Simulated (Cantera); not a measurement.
Input (Python, Cantera) and output of one run.

```python
import numpy as np
import cantera as ct

gas_names = """
    C2H6 H2
""".split()
cond_names = """
    C(gr)
""".split()


# ... load() reads the species with a 1 bar reference pressure and builds the phases ...
species = {s.name: s for s in load("nasa_gas.yaml", gas_names) + load("nasa_condensed.yaml", cond_names)}
# Each term lists the table entries of one substance; the one whose range holds T is used.
reactions = {
    'C2H6(g) = 2 C + 3 H2(g)':
        [(-1, ['C2H6']), (2, ['C(gr)']), (3, ['H2'])],
}


def pick(names, T):
    return next(species[n] for n in names if species[n].thermo.min_temp <= T <= species[n].thermo.max_temp)


results = []
for label, terms in reactions.items():
    print(label)
    print("     T/K   dH/kJ  dS/(J/K)   dG/kJ   log10 K")
    for T in [300, 848, 998, 1148, 1298, 1448, 1598, 1748, 1898, 2048, 2198]:
        used = [(nu, pick(names, T)) for nu, names in terms]
        dH = sum(nu * s.thermo.h(T) for nu, s in used) / 1e6
        dS = sum(nu * s.thermo.s(T) for nu, s in used) / 1e3
        dG = dH - T * dS / 1e3
        logK = -dG * 1e6 / (ct.gas_constant * T * np.log(10))
        results.append((label, T, dH, dS, dG, logK, [s.name for _, s in used]))
        print(f"{T:8g} {dH:8.1f} {dS:8.1f} {dG:8.1f} {logK:8.2f}")
```

It prints:

```
C2H6(g) = 2 C + 3 H2(g)
     T/K   dH/kJ  dS/(J/K)   dG/kJ   log10 K
     300     83.9    174.6     31.6    -5.50
     848    102.8    213.5    -78.3     4.82
     998    105.1    216.0   -110.5     5.78
    1148    106.4    217.2   -143.0     6.51
    1298    107.2    217.9   -175.6     7.07
    1448    107.4    218.1   -208.3     7.51
    1598    107.3    218.0   -241.0     7.88
    1748    106.9    217.7   -273.7     8.18
    1898    106.2    217.4   -306.3     8.43
    2048    105.4    217.0   -338.9     8.64
    2198    104.5    216.5   -371.4     8.83
```

Standard-state values (1 bar) from the NASA 1993 polynomials, evaluated with Cantera. Condensed species are held in their standard states even where they would react or evaporate.
